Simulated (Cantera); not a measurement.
An adiabatic, constant-volume homogeneous reactor starts with CH3OH : O2 : N2 = 1 : 1.6 : 6 (molar parts), equivalence ratio 0.94, at 1023 K and 50000 Pa. Integrator tolerance rtol = 1e-08.

Model: GRI-Mech 3.0 (53 species, 325 reactions), integrated in Cantera. GRI-Mech 3.0 was tuned for natural gas; its chemistry of methanol as a main component is partial and can be far from experiment.

**Question.** What does this change do: initial temperature 1023 to 1500 K?

**Answer.** 
| quantity | before | after |
|---|---|---|
| time of steepest temperature rise | 0.556 s | 0.400 ms |
| temperature at 2.00 s | 2685 K | 2800 K |
| equilibrium temperature | 2685 K | 2800 K |
| x(CH3OH) at 2.00 s | <1e-12 (gas-phase equilibrium <1e-12) | <1e-12 (gas-phase equilibrium <1e-12) |
| x(O2) at 2.00 s | 0.0246 (gas-phase equilibrium 0.0246) | 0.0302 (gas-phase equilibrium 0.0302) |
| x(HCN) at 2.00 s | 7.05e-10 (gas-phase equilibrium 7.05e-10) | 1.45e-9 (gas-phase equilibrium 1.45e-9) |
| x(CO2) at 2.00 s | 0.0712 (gas-phase equilibrium 0.0712) | 0.0559 (gas-phase equilibrium 0.0559) |
| x(CH2) at 2.00 s | <1e-12 (gas-phase equilibrium <1e-12) | <1e-12 (gas-phase equilibrium <1e-12) |
| x(HO2) at 2.00 s | 6.70e-6 (gas-phase equilibrium 6.70e-6) | 8.79e-6 (gas-phase equilibrium 8.79e-6) |

**Question.** What does this change do: pressure from 50000 Pa to 1000000 Pa?

**Answer.** 
```
quantity                                                              before                                    after
---------------------------------  -----------------------------------------  ---------------------------------------
time of steepest temperature rise                                    0.556 s                                  49.7 ms
temperature at 2.00 s                                                 2685 K                                   2883 K
equilibrium temperature                                               2685 K                                   2883 K
x(CH3OH) at 2.00 s                     <1e-12 (gas-phase equilibrium <1e-12)    <1e-12 (gas-phase equilibrium <1e-12)
x(O2) at 2.00 s                        0.0246 (gas-phase equilibrium 0.0246)    0.0177 (gas-phase equilibrium 0.0177)
x(HCN) at 2.00 s                   7.05e-10 (gas-phase equilibrium 7.05e-10)  4.48e-9 (gas-phase equilibrium 4.48e-9)
x(CO2) at 2.00 s                       0.0712 (gas-phase equilibrium 0.0712)    0.0833 (gas-phase equilibrium 0.0833)
x(CH2) at 2.00 s                       <1e-12 (gas-phase equilibrium <1e-12)    <1e-12 (gas-phase equilibrium <1e-12)
x(HO2) at 2.00 s                     6.70e-6 (gas-phase equilibrium 6.70e-6)  1.76e-5 (gas-phase equilibrium 1.76e-5)
```

**Question.** What does this change do: O2 1.6 to 1 parts?

**Answer.** 
```csv
quantity,before,after
time of steepest temperature rise,0.556 s,0.561 s
temperature at 2.00 s,2685 K,2463 K
equilibrium temperature,2685 K,2463 K
x(CH3OH) at 2.00 s,<1e-12 (gas-phase equilibrium <1e-12),<1e-12 (gas-phase equilibrium <1e-12)
x(O2) at 2.00 s,0.0246 (gas-phase equilibrium 0.0246),0.000281 (gas-phase equilibrium 0.000281)
x(HCN) at 2.00 s,7.05e-10 (gas-phase equilibrium 7.05e-10),8.39e-9 (gas-phase equilibrium 8.39e-9)
x(CO2) at 2.00 s,0.0712 (gas-phase equilibrium 0.0712),0.0433 (gas-phase equilibrium 0.0433)
x(CH2) at 2.00 s,<1e-12 (gas-phase equilibrium <1e-12),<1e-12 (gas-phase equilibrium <1e-12)
x(HO2) at 2.00 s,6.70e-6 (gas-phase equilibrium 6.70e-6),1.29e-7 (gas-phase equilibrium 1.29e-7)
```
